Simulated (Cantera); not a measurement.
A diamond (100) surface in a fixed gas of H2 with x(CH4) = 0.018, x(H) = 0.00084, at 1123 K, 0.0118 atm; coverages are run to steady state.

Computed with Cantera and the Harris–Goodwin 1993 mechanism for the reconstructed diamond (100) surface.

One state of this run: growth (µm/h) = 0.185; θ c6HH = 0.506; θ c6H* = 0.0293; θ c6*H = 0.440; θ c6** = 0.0159; θ c6HM = 0.00453. θ: site fractions in the mechanism's names (c6HH fully hydrogenated, c6H* and c6*H radical sites, c6** diradical, c6HM methylated).

**Question.** Which value of x(CH3) does it belong to?
A) 1.4e-05
B) 0.0002
C) 0.0005
D) 1e-06

**Answer.** B, 0.0002
